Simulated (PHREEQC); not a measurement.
Solution (25 °C): 0.54 mmol/kgw Cu(BF4)2 and 0.17 mmol/kgw HBF4. It is in equilibrium with CO2 at log p = -3.4 (atm). Otherwise closed; pH follows from the charge balance.

The numbers come from PHREEQC with the ion-association model, phreeqc.dat.

Precipitation was switched off in this run.

**Question.** Predict the pH, ionic strength.

**Answer.** pH 3.07; ionic strength 0.00249 mol/kgw.

**Question.** In which forms is B present?

**Answer.** H3BO3 62 %, BF4- 28 %, BF3OH- 5.9 %, BF2(OH)2- 4.5 % of the B.

Real BF4- forms and hydrolyses slowly; the run takes it at equilibrium.
